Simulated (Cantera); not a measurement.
Stirred combustor or abatement burner

A perfectly stirred reactor is fed with 7.46 % C2H6, 16.3 % O2, 61.3 % N2, 14.9 % H2O, equivalence ratio 1.6, at 8250 Torr; it is adiabatic with a 675 K inlet, and is followed from long to short residence time, starting on the burning branch (τ in s: 0.33, 0.13, 0.051, 0.02, 0.008, 0.0031, 0.0012, 0.00049, 0.00019, 7.6e-05, 3e-05, 1.2e-05).

Computed with Cantera and GRI-Mech 3.0 (53 species, 325 reactions).

| τ (s) | T (K) | x C2H6 | x O2 | x H2O | x C2H4 | x C2H |
|---|---|---|---|---|---|---|
| 0.33 | 1966 | 2.30e-7 | 1.94e-5 | 0.239 | 1.72e-6 | 2.71e-9 |
| 0.13 | 1969 | 6.36e-7 | 4.74e-5 | 0.240 | 4.93e-6 | 8.18e-9 |
| 0.051 | 1974 | 1.74e-6 | 0.000114 | 0.242 | 1.32e-5 | 2.33e-8 |
| 0.020 | 1979 | 4.54e-6 | 0.000267 | 0.246 | 3.12e-5 | 5.85e-8 |
| 0.0080 | 1984 | 1.10e-5 | 0.000598 | 0.250 | 6.61e-5 | 1.25e-7 |
| 0.0031 | 1984 | 2.66e-5 | 0.00132 | 0.254 | 0.000137 | 2.37e-7 |
| 0.0012 | 1972 | 6.40e-5 | 0.00278 | 0.258 | 0.000284 | 3.99e-7 |
| 0.00049 | 1944 | 0.000149 | 0.00530 | 0.260 | 0.000572 | 5.81e-7 |
| 0.00019 | 1885 | 0.000397 | 0.0105 | 0.261 | 0.00131 | 6.91e-7 |
| 7.6e-5 | 1719 | 0.00180 | 0.0264 | 0.252 | 0.00474 | 2.59e-7 |
| 3.0e-5 | 675 | 0.0746 | 0.163 | 0.149 | <1e-12 | <1e-12 |
| 1.2e-5 | 675 | 0.0746 | 0.163 | 0.149 | <1e-12 | <1e-12 |
x: mole fraction; the columns are a selection and need not sum to one.
